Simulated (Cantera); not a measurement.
A closed system holds: 1 mol Ti(OiPr)4, 4.2 mol CH4, 4.3 mol H2, at 47.0 mbar.

Cantera equilibrium calculation (NASA polynomials, part measured and part estimated; ideal gas, pure solids and liquids). Candidate condensed phases: C, C6H6, C7H8, C8H18, H2O, Ti, TiC, TiO, TiO2, Ti2O3, Ti3O5, Ti4O7; 113 gas species. The feed counts by its element totals alone. TiC: taken at fixed stoichiometry. Kinetics and transport are ignored.

### Question
At 1927 °C, list the 4 most abundant gas species with their mole fractions, and the condensed phases.

### Answer
H2 0.845, CO 0.129, H 0.0239, C2H2 (acetylene) 0.00217. Condensed: C(graphite) + TiC(s).
